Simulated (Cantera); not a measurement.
Input: 1 mol borazine, 39 mol H2, held at 458 Torr.

These are equilibrium values from Cantera (NASA tables, ideal gas, pure condensed phases), not measurements of a reactor. Candidate condensed phases: B, BN; 15 gas species. The feed counts by its element totals alone. Mutual solubility and eutectic melting of coexisting phases are not modelled. The tables' values for BH2 are old estimates; treat these amounts as uncertain. Gases not in the tables: B2H6 and higher boranes. Equilibrium is a limit: real reactors are often held back by kinetics, nucleation or transport.

x: gas mole fraction; n: condensed amount in mol.

| T (°C) | x H2 | x H | x N2 | x BH2 | n BN(s) | n B(s) |
|---|---|---|---|---|---|---|
| 1075 | 1.000 | 2.96e-6 | 6.57e-8 | 6.59e-8 | 3.00 | 0 |
| 1225 | 1.000 | 2.20e-5 | 7.50e-7 | 1.03e-6 | 3.00 | 0 |
| 1375 | 1.000 | 0.000114 | 5.76e-6 | 9.43e-6 | 3.00 | 0 |
| 1525 | 0.999 | (withheld) | (withheld) | 5.82e-5 | 3.00 | 0 |
| 1675 | 0.998 | (withheld) | (withheld) | 0.000268 | 2.99 | 0 |
| 1825 | 0.994 | 0.00393 | 0.000778 | 0.000795 | 2.93 | 0.0304 |
| 1975 | 0.984 | 0.00933 | 0.00518 | 0.00163 | 2.56 | 0.368 |

### Question
What belongs in the gaps?

### Answer

- 1525, x H: 0.000451
- 1525, x N2: 3.26e-5
- 1675, x H: 0.00145
- 1675, x N2: 0.000143
